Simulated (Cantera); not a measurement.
An isothermal, constant-pressure homogeneous reactor starts with H₂ : O₂ : N₂ = 0.015 : 1 : 2.1 (molar parts), at 1200 K and 4.35 Torr.

Computed with Cantera and GRI-Mech 3.0 (53 species, 325 reactions). Radical loss at walls, strong at low pressure, is not modelled.

x: mole fraction; the columns are a selection and need not sum to one.

```
t (s)        x H₂   x O₂       x O     x HO₂    x H₂O₂     x N₂O     x NO
--------  -------  -----  --------  --------  --------  --------  -------
2.00e-5   0.00482  0.321    <1e-12  1.24e-11    <1e-12    <1e-12   <1e-12
0.000123  0.00482  0.321  1.36e-11  7.58e-11    <1e-12    <1e-12   <1e-12
0.000752  0.00482  0.321  3.10e-10  4.65e-10    <1e-12    <1e-12   <1e-12
0.00461   0.00482  0.321   6.80e-9   2.86e-9  1.06e-12    <1e-12   <1e-12
0.0283    0.00471  0.321         …         …  1.30e-10  1.93e-12   <1e-12
0.173           …  0.317         …         …   3.60e-9         …        …
1.06      1.86e-5  0.318   0.00250   1.53e-7   3.47e-9   7.16e-9  2.71e-8
6.52      3.87e-6  0.319  0.000504   7.00e-8   2.37e-9   8.72e-9  5.11e-8
40.0      2.18e-7  0.319   2.83e-5   1.06e-8  4.56e-10   9.78e-9  5.98e-8
```

### Question
Some entries are withheld; supply them.

### Answer

- 0.0283, x O: 6.67e-5
- 0.0283, x HO₂: 1.02e-7
- 0.173, x H₂: 2.78e-5
- 0.173, x O: 0.00381
- 0.173, x HO₂: 1.82e-7
- 0.173, x N₂O: 3.78e-9
- 0.173, x NO: 5.24e-9
